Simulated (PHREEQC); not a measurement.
Make-up at 33 °C: 0.0016 mol H3BO3 and 0.0019 mol Na2CO3 per kg of water. Closed to the air; pH follows from the charge balance.

All values are PHREEQC results (ion-association model, wateq4f.dat), not measurements.

Task: The ionic strength comes out as 0.00425 mol/kgw. What activity coefficients do H2BO3-, OH-, HCO3-, CO3-2, NaCO3- get?

Result: H2BO3- 0.93, OH- 0.93, HCO3- 0.93, CO3-2 0.76, NaCO3- 0.93.

Precipitation was switched off in this run. Species that the database lacks are ignored.
